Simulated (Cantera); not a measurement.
A perfectly stirred reactor is fed with CH4 : H2 = 1 : 1.5 (molar parts), at 1.01 bar; it is held at 1975 K, and followed from long to short residence time.

Computed with Cantera and GRI-Mech 3.0 (53 species, 325 reactions). GRI-Mech 3.0 stops at C3 and has no aromatics, soot or wall deposition, so with more carbon than oxygen in the feed, carbon stays in small species such as C2H2 where larger ones or solid carbon would form.

Task: What does this change do: H2 1.5 to 5.7 parts?

Result: 
```
quantity                  before     after
----------------------  --------  --------
x(CH4) at τ = 0.530 s    0.00901   0.00648
x(H2) at τ = 0.530 s       0.850     0.930
x(C2H4) at τ = 0.530 s  0.000929  0.000451
x(C2H2) at τ = 0.530 s     0.139    0.0616
x(CH3) at τ = 0.530 s   0.000262  0.000181
x(CH4) at τ = 22.0 ms     0.0362    0.0242
x(H2) at τ = 22.0 ms       0.832     0.920
x(C2H4) at τ = 22.0 ms  0.001000  0.000452
x(C2H2) at τ = 22.0 ms     0.129    0.0536
x(CH3) at τ = 22.0 ms    0.00102  0.000661
```

Task: What does this change do: temperature 1975 to 1925 K?

Result: 
```json
[
 {"quantity": "x(CH4) at τ = 0.530 s", "before": "0.00901", "after": "0.0124"},
 {"quantity": "x(H2) at τ = 0.530 s", "before": "0.850", "after": "0.848"},
 {"quantity": "x(C2H4) at τ = 0.530 s", "before": "0.000929", "after": "0.00123"},
 {"quantity": "x(C2H2) at τ = 0.530 s", "before": "0.139", "after": "0.137"},
 {"quantity": "x(CH3) at τ = 0.530 s", "before": "0.000262", "after": "0.000255"},
 {"quantity": "x(CH4) at τ = 22.0 ms", "before": "0.0362", "after": "0.0500"},
 {"quantity": "x(H2) at τ = 22.0 ms", "before": "0.832", "after": "0.824"},
 {"quantity": "x(C2H4) at τ = 22.0 ms", "before": "0.001000", "after": "0.00132"},
 {"quantity": "x(C2H2) at τ = 22.0 ms", "before": "0.129", "after": "0.123"},
 {"quantity": "x(CH3) at τ = 22.0 ms", "before": "0.00102", "after": "0.000981"}
]
```

Task: What does this change do: temperature 1975 to 1425 K?

Result: 
```tsv
quantity	before	after
x(CH4) at τ = 0.530 s	0.00901	0.364
x(H2) at τ = 0.530 s	0.850	0.623
x(C2H4) at τ = 0.530 s	0.000929	0.00462
x(C2H2) at τ = 0.530 s	0.139	0.00890
x(CH3) at τ = 0.530 s	0.000262	4.30e-5
x(CH4) at τ = 22.0 ms	0.0362	0.398
x(H2) at τ = 22.0 ms	0.832	0.601
x(C2H4) at τ = 22.0 ms	0.001000	0.000449
x(C2H2) at τ = 22.0 ms	0.129	0.000122
x(CH3) at τ = 22.0 ms	0.00102	4.27e-5
```
